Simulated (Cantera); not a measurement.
**Iron carbonyl, mercury and lead vapours: Fe(CO)5 + CO + N2**

Feed: 1 mol Fe(CO)5, 0.035 mol CO, 2.7 mol N2, equilibrated at 0.000310 bar.

Equilibrium computed with Cantera from the NASA thermochemical tables; the gas is ideal and each condensed phase is pure. Candidate condensed phases: C, Fe, Fe(CO)5, FeO, Fe2O3, Fe3O4; 27 gas species. Condensed phases not in the tables: cementite and carbon dissolved in iron. Rates play no part.

| T (°C) | log p CO | log p N2 | log p CO2 | log p Fe | log p CN | n C(graphite) | n Fe(α) | n Fe(γ) |
|---|---|---|---|---|---|---|---|---|
| 502 | -3.72 | -3.95 | -5.08 | <-15 | <-15 | 0.201 | 1.00 | 0 |
| 602 | -3.70 | -3.97 | -6.36 | <-15 | <-15 | 0.0108 | 1.00 | 0 |
| 702 | -3.70 | -3.97 | -7.41 | -14.37 | <-15 | 0.000975 | 1.00 | 0 |
| 802 | -3.70 | -3.97 | -8.26 | -12.35 | <-15 | 0 | 1.00 | 0 |
| 902 | -3.70 | -3.97 | -8.96 | -10.68 | <-15 | 0 | 1.000 | 0 |
| 1002 | -3.70 | -3.97 | -9.54 | -9.28 | -14.71 | 0 | 0 | 1.000 |
| 1102 | -3.70 | -3.97 | -10.04 | -8.09 | -13.41 | 0 | 0 | 1.000 |
| 1202 | -3.70 | -3.97 | -10.47 | -7.06 | -12.28 | 0 | 0 | 0.998 |
log p: log10 of the partial pressure in bar; n: condensed amount in mol.

From 502 °C to 702 °C the condensed part is C(graphite) + Fe(α). From 802 °C to 902 °C the condensed part is Fe(α). From 1002 °C to 1202 °C the condensed part is Fe(γ).
